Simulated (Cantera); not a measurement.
Charge: 1 mol TEOS, 1.5 mol CO2, 0.3 mol H2, 0.073 mol O3, held at 0.100 bar.

Method: chemical equilibrium by Gibbs-energy minimisation in Cantera with the NASA 1993 tables (ideal gas, pure condensed phases). Candidate condensed phases: C, C6H6, C7H8, C8H18, H2O, Si, SiC, SiO2; 123 gas species. The feed counts by its element totals alone. The tables hold silica as quartz up to 1696 K and as liquid above; real silica turns to tridymite and cristobalite and melts near 1996 K. Kinetics and transport are ignored.

Question: Which condensed phases are stable at each of these points (T (K)): 1073, 1123, 1173, 1223, 1273, 1323, 1373, 1423, 1473, 1523, 1573?

Answer: 
```csv
T (K),condensed phases,Si condensed (%)
1073,C(graphite) + SiO2(β-quartz),100.0
1123,C(graphite) + SiO2(β-quartz),100.0
1173,C(graphite) + SiO2(β-quartz),100.0
1223,C(graphite) + SiO2(β-quartz),100.0
1273,C(graphite) + SiO2(β-quartz),100.0
1323,C(graphite) + SiO2(β-quartz),100.0
1373,C(graphite) + SiO2(β-quartz),100.0
1423,C(graphite) + SiO2(β-quartz),100.0
1473,C(graphite) + SiO2(β-quartz),99.8
1523,C(graphite) + SiO2(β-quartz),99.0
1573,C(graphite) + SiC(s),98.1
```

From 1073 K to 1523 K the condensed part is C(graphite) + SiO2(β-quartz). At 1573 K the condensed part is C(graphite) + SiC(s).
